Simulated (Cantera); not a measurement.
# Sublimation and decomposition of ceramics: SiC + N2 + C

Charge: 1 mol SiC, 2.9 mol N2, 0.13 mol C, at 0.00380 bar.

Cantera equilibrium calculation (NASA polynomials, part measured and part estimated; ideal gas, pure solids and liquids). Candidate condensed phases: C, Si, SiC, Si3N4; 20 gas species. The tables' values for SiN are old estimates; treat these amounts as uncertain. Equilibrium is a limit: real reactors are often held back by kinetics, nucleation or transport.

From 1577 °C to 2077 °C the condensed part is C(graphite) + SiC(s). From 2177 °C to 2277 °C the condensed part is C(graphite). The main Si-bearing gas is Si throughout.

| T (°C) | x N2 | x Si | x SiC2 | x Si2C | n C(graphite) | n SiC(s) |
|---|---|---|---|---|---|---|
| 1577 | 1.000 | 5.11e-5 | 9.88e-7 | 7.02e-7 | 0.130 | 1.000 |
| 1677 | 1.000 | 0.000284 | 9.26e-6 | 6.27e-6 | 0.131 | 0.999 |
| 1777 | 0.999 | 0.00134 | 6.94e-5 | 4.50e-5 | 0.134 | 0.996 |
| 1877 | 0.994 | 0.00542 | 0.000429 | 0.000267 | 0.145 | 0.981 |
| 1977 | 0.977 | 0.0194 | 0.00225 | 0.00135 | 0.185 | 0.927 |
| 2077 | 0.920 | 0.0622 | 0.0102 | 0.00589 | 0.314 | 0.731 |
| 2177 | 0.759 | 0.176 | 0.0395 | 0.0215 | 0.742 | 0 |
| 2277 | 0.750 | 0.181 | 0.0540 | 0.0110 | 0.657 | 0 |
x: gas mole fraction; n: condensed amount in mol.
